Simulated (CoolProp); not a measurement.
The fluid at 298.15 K and 0.58 MPa is compressed adiabatically to 1.81 MPa with isentropic efficiency 0.9. The same conditions are run with several fluids, on thermodynamics alone (safety and materials aside).

Model: reference Helmholtz-energy equation of state of each fluid (CF4 (R14): Platzer 1990; carbonyl sulfide: Lemmon 2006; methane: Setzmann 1991; nitrous oxide: Lemmon 2006; R13: Platzer 1990), in CoolProp. The equations of Platzer and Polt are older, rougher fits.

Question: Rank CF4 (R14), carbonyl sulfide, methane, nitrous oxide, R13 by work (kJ/kg), highest first.

Answer: methane (221), nitrous oxide (77.7), carbonyl sulfide (53.8), CF4 (R14) (37.5), R13 (29.9)

```tsv
fluid	final temperature (K)	final density (kg/m³)
CF4 (R14)	353.3	56.0
carbonyl sulfide	383.3	37.8
methane	393.8	8.95
nitrous oxide	388.1	25.8
R13	351.0	71.9
```
